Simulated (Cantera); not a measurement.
**Equilibrium for nitride etching: Si3N4 + H2 + F2**

Charge: 1 mol Si3N4, 240 mol H2, a varied amount of F2, held at 0.0100 bar.

Method: chemical equilibrium by Gibbs-energy minimisation in Cantera with the NASA 1993 tables (ideal gas, pure condensed phases). Candidate condensed phases: Si, Si3N4; 37 gas species. Mutual solubility and eutectic melting of coexisting phases are not modelled. The tables' values for SiF2, SiF3 are old estimates. Kinetics and transport are ignored.

Stable condensed phases:

```
T in °C \ n(F2) in mol
         1.6 3.9 6.2 8.4  11  13  15  17  20
   1700    A   B   B   B   B   B   B   B   B
   1625    A   B   B   B   B   B   B   B   B
   1550    A   A   B   B   B   B   B   B   B
   1475    A   A   B   B   B   B   B   B   B
   1400    A   A   B   B   B   B   B   B   B
   1325    A   A   B   B   B   B   B   B   B
   1250    C   C   B   B   B   B   B   B   B
   1175    D   D   B   B   B   B   B   B   B
   1100    D   D   B   B   B   B   B   B   B
   1025    D   D   B   B   B   B   B   B   B
    950    D   D   B   B   B   B   B   B   B
```

A: Si; B: gas only; C: Si + Si3N4; D: Si3N4.
